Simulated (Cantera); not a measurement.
A perfectly stirred reactor is fed with H₂ : O₂ = 0.17 : 1 (molar parts), at 20.0 Torr; it is held at 1175 K, and followed from long to short residence time.

Computed with Cantera and the H2/O2 subset of GRI-Mech 3.0, which has no nitrogen chemistry. Radical loss at walls, strong at low pressure, is not modelled. The temperature is held fixed by assumption; the heat of reaction is taken as removed at once.

One state of this run: x H₂ = 0.0231; x O₂ = 0.791; x H = 0.0365; x H₂O₂ = 7.94e-7; x OH = 0.00939; x HO₂ = 1.52e-5; x H₂O = 0.101. x: mole fraction; the columns are a selection and need not sum to one.

Question: Which value of τ (s) does it belong to?
A) 0.30
B) 0.00068
C) 0.014
D) 0.039

Answer: B, 0.00068
